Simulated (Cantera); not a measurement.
What does this Cantera script print?

```python
import numpy as np
import cantera as ct

gas = ct.Solution("h2o2.yaml")
gas.TPX = 550, 1000000, {'H2': 1, 'O2': 0.862, 'N2': 3.24, 'H2O': 0.054}
flame = ct.FreeFlame(gas, width=0.008)
flame.set_refine_criteria(ratio=3, slope=0.08, curve=0.16)
flame.transport_model = "mixture-averaged"
flame.solve(loglevel=0, auto=True)
z, T = flame.grid, flame.T
thick = (T[-1] - T[0]) / np.gradient(T, z).max()
show = ['H2', 'O2', 'H2O', 'H2O2', 'H', 'OH']
print(f"laminar burning velocity  {flame.velocity[0] * 100:.3f} cm/s")
print(f"burnt temperature         {T[-1]:.1f} K")
print(f"thermal thickness         {thick * 1e3:.4f} mm")
print(f"grid points               {len(z)}")
z0 = z[flame.heat_release_rate.argmax()]
print(f"{'z/mm':>9s}{'T/K':>9s}{'u/(m/s)':>9s}" + "".join(f"{s:>11s}" for s in show))
rows = []
for k in (-3, -2, -1.5, -1, -0.5, -0.25, 0, 0.25, 0.5, 1, 2, 4, 8):
    zz = z0 + k * thick
    rows.append([k * thick, np.interp(zz, z, T), np.interp(zz, z, flame.velocity),
                 *(np.interp(zz, z, flame.X[gas.species_index(s)]) for s in show)])
    print(f"{rows[-1][0] * 1e3:9.3f}{rows[-1][1]:9.1f}{rows[-1][2]:9.3f}" + "".join(f"{x:11.3e}" for x in rows[-1][3:]))
```

It prints:

```
laminar burning velocity  84.941 cm/s
burnt temperature         1940.3 K
thermal thickness         0.0441 mm
grid points               111
     z/mm      T/K  u/(m/s)         H2         O2        H2O       H2O2          H         OH
   -0.132    551.2    0.845  1.877e-01  1.685e-01  1.067e-02  2.614e-07  2.064e-15  1.575e-14
   -0.088    557.7    0.844  1.756e-01  1.707e-01  1.160e-02  2.787e-06  1.453e-13  1.273e-12
   -0.066    574.9    0.856  1.602e-01  1.730e-01  1.425e-02  1.303e-05  3.792e-12  3.341e-11
   -0.044    635.4    0.922  1.320e-01  1.750e-01  2.413e-02  6.120e-05  2.621e-10  1.796e-09
   -0.022    906.8    1.275  8.266e-02  1.633e-01  6.747e-02  2.980e-04  4.794e-06  6.998e-06
   -0.011   1213.2    1.691  5.261e-02  1.419e-01  1.131e-01  2.821e-04  2.034e-04  2.589e-04
    0.000   1533.7    2.134  2.597e-02  1.141e-01  1.624e-01  2.000e-05  9.674e-04  1.618e-03
    0.011   1732.6    2.412  1.070e-02  9.499e-02  1.926e-01  4.595e-06  1.154e-03  3.600e-03
    0.022   1830.3    2.549  4.672e-03  8.703e-02  2.054e-01  3.032e-06  7.356e-04  4.416e-03
    0.044   1901.4    2.645  1.383e-03  8.340e-02  2.134e-01  1.672e-06  2.026e-04  3.690e-03
    0.088   1930.7    2.684  3.146e-04  8.296e-02  2.165e-01  7.476e-07  2.765e-05  2.134e-03
    0.177   1938.8    2.694  7.721e-05  8.309e-02  2.175e-01  3.766e-07  4.475e-06  1.243e-03
    0.353   1940.2    2.696  4.638e-05  8.314e-02  2.176e-01  3.079e-07  2.427e-06  1.025e-03
```

Detailed kinetics in Cantera: the H2/O2 subset of GRI-Mech 3.0, which has no nitrogen chemistry. The hydrogen kinetics of GRI-Mech 3.0 are dated; newer H2 mechanisms differ, most at raised pressure. Burning velocities carry a grid error of a few per cent, more on coarse grids. Lean hydrogen flames are cellular in practice and burn faster than this planar one.
